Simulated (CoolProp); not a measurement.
Vapour pressure (MPa) of c-C4F8 (RC318): the reference equation beside estimates from Tc = 115.2 °C, pc = 2.778 MPa, ω = 0.355. Clausius-Clapeyron is anchored at 23.25 °C with a constant enthalpy of vaporisation of 21.01 kJ/mol.

Model: reference Helmholtz-energy equation of state, Platzer 1990, in CoolProp. This equation is an older, rougher fit; its heat capacities, sound speeds and derivatives of the liquid may be far off and weren't checked against measurements.

| T (°C) | reference | Clausius-Clapeyron | Redlich-Kwong | Soave-Redlich-Kwong | Peng-Robinson |
|---|---|---|---|---|---|
| 9.35 | 0.1835 | 0.1942 | 0.3331 | 0.1836 | 0.1825 |
| 12.15 | 0.2028 | 0.2120 | 0.3603 | 0.2030 | 0.2017 |
| 14.95 | 0.2237 | 0.2311 | 0.3891 | 0.2240 | 0.2223 |
| 17.75 | 0.2462 | 0.2514 | 0.4194 | 0.2467 | 0.2446 |
| 20.45 | 0.2695 | 0.2723 | 0.4502 | 0.2701 | 0.2676 |
| 23.25 | 0.2954 | 0.2954 | 0.4838 | 0.2962 | 0.2933 |
| 26.05 | 0.3231 | 0.3199 | 0.5192 | 0.3242 | 0.3208 |
| 28.85 | 0.3528 | 0.3460 | 0.5562 | 0.3542 | 0.3502 |
| 31.65 | 0.3845 | 0.3736 | 0.5951 | 0.3862 | 0.3817 |
| 34.45 | 0.4183 | 0.4029 | 0.6358 | 0.4204 | 0.4153 |
| 37.25 | 0.4542 | 0.4339 | 0.6785 | 0.4568 | 0.4511 |
| 39.95 | 0.4911 | 0.4654 | 0.7214 | 0.4942 | 0.4878 |
| 42.75 | 0.5316 | 0.4999 | 0.7678 | 0.5353 | 0.5283 |
| 45.55 | 0.5746 | 0.5363 | 0.8163 | 0.5789 | 0.5712 |
| 48.35 | 0.6201 | 0.5747 | 0.8668 | 0.6252 | 0.6168 |

Absolute difference from the reference over all 15 rows, mean and median: Clausius-Clapeyron 3.7 and 3.7 %, Redlich-Kwong 58.8 and 57.7 %, Soave-Redlich-Kwong 0.4 and 0.4 %, Peng-Robinson 0.7 and 0.7 %.
